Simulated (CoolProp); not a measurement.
A single-stage vapour-compression cycle with ethane: evaporating at 230.15 K (dew point), condensing at 256.15 K (bubble point), superheat 5 K, subcooling 0 K, compressor efficiency 0.65, no pressure losses. Each further row changes one setting.

The numbers come from the reference Helmholtz-energy equation of state, Bücker 2006 in CoolProp.

| case | cooling COP | pressure ratio | discharge temperature (K) | refrigerating effect (kJ/kg) | volumetric capacity (kJ/m³) |
|---|---|---|---|---|---|
| as stated | 4.81 | 2.19 | 287.7 | 350 | 4320 |
| evaporating temperature 235.15 K | 6.21 | 1.86 | 281.9 | 354 | 5120 |
| condensing temperature 251.15 K | 6.15 | 1.91 | 278.2 | 365 | 4500 |
| subcooling 5 K | 5.02 | 2.19 | 287.7 | 365 | 4500 |
| superheat 15 K | 4.76 | 2.19 | 298.8 | 368 | 4270 |
| compressor efficiency 0.55 | 4.07 | 2.19 | 294.2 | 350 | 4320 |
